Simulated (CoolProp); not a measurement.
Vapour-liquid equilibrium of hydrogen sulfide (1) + propane (2) at 28.15 °C; x and y are mole fractions of (1).

Computed with CoolProp (multi-fluid Helmholtz-energy mixture model, Lemmon 2006 and Lemmon 2009; pair parameters Kunz 2012).

**Question.** Give the bubble pressure and the first vapour's composition at x = 0.35, 0.65, 0.75. Is there an azeotrope?

**Answer.** x = 0.35: 1.855 MPa, y = 0.548; x = 0.65: 2.176 MPa, y = 0.731; x = 0.75: 2.228 MPa, y = 0.787. y crosses x between x = 0.85 and 0.95: the model has an azeotrope there.

Pair parameters are fitted to limited data, so mixtures are less certain than the pure fluids.
